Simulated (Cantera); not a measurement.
Input (Python, Cantera):

```python
import numpy as np
import cantera as ct

gas = ct.Solution("gri30.yaml")


def delay(T, t_max=10):
    gas.TPX = T, 100000, {'CO': 1, 'H2': 0.037, 'O2': 0.61, 'N2': 2.29}
    reactor = ct.IdealGasReactor(gas, clone=False)
    net = ct.ReactorNet([reactor])
    net.rtol, net.atol = 1e-8, 1e-16
    while net.time < t_max:
        t_old, T_old = net.time, reactor.T
        net.step()
        if reactor.T > T + 400:  # ignition: a rise of 400 K
            return t_old + (T + 400 - T_old) / (reactor.T - T_old) * (net.time - t_old)
    return np.nan


taus = []
for T in [1050, 1100, 1150, 1200, 1250, 1300]:
    taus.append(delay(T))
    print(f"T0 = {T:6g} K   tau = {taus[-1]:.4e} s")
```

Output:

```
T0 =   1050 K   tau = 5.2930e-04 s
T0 =   1100 K   tau = 3.2891e-04 s
T0 =   1150 K   tau = 2.3681e-04 s
T0 =   1200 K   tau = 1.8583e-04 s
T0 =   1250 K   tau = 1.5434e-04 s
T0 =   1300 K   tau = 1.3350e-04 s
```

Cantera simulation using GRI-Mech 3.0 (53 species, 325 reactions); the numbers are that mechanism's predictions, not measurements. Where the delays flatten at high temperature, the 400 K rule measures the pace of heat release, not the induction time.
